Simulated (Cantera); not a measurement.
An adiabatic, constant-volume homogeneous reactor starts with CH3OH : O2 : N2 = 1 : 2.14 : 8.06 (molar parts), at 1225 K and 1200000 Pa. Integrator tolerance rtol = 1e-08.

Model: GRI-Mech 3.0 (53 species, 325 reactions), integrated in Cantera. GRI-Mech 3.0 was tuned for natural gas; its chemistry of methanol as a main component is partial and can be far from experiment. The pressure lies above the range GRI-Mech 3.0 was tuned for (to about 10 atm).

Question: What does this change do: O2 2.14 to 0.7 parts?

Answer: 
| quantity | before | after |
|---|---|---|
| time of steepest temperature rise | 0.916 ms | 0.941 ms |
| temperature at 9.00 s | 2793 K | 2060 K |
| equilibrium temperature | 2793 K | 2060 K |
| x(CH3OH) at 9.00 s | <1e-12 (gas-phase equilibrium <1e-12) | 8.96e-12 (gas-phase equilibrium 9.15e-12) |
| x(O2) at 9.00 s | 0.0481 (gas-phase equilibrium 0.0481) | 1.77e-8 (gas-phase equilibrium 1.77e-8) |
| x(NO) at 9.00 s | 0.0162 (gas-phase equilibrium 0.0162) | 2.52e-6 (gas-phase equilibrium 2.52e-6) |
| x(HCN) at 9.00 s | 4.48e-10 (gas-phase equilibrium 4.48e-10) | 5.74e-7 (gas-phase equilibrium 5.74e-7) |
| x(H2O) at 9.00 s | 0.160 (gas-phase equilibrium 0.160) | 0.106 (gas-phase equilibrium 0.106) |
| x(H) at 9.00 s | 0.000803 (gas-phase equilibrium 0.000803) | 0.000139 (gas-phase equilibrium 0.000139) |
| x(CO2) at 9.00 s | 0.0751 (gas-phase equilibrium 0.0751) | 0.0206 (gas-phase equilibrium 0.0206) |
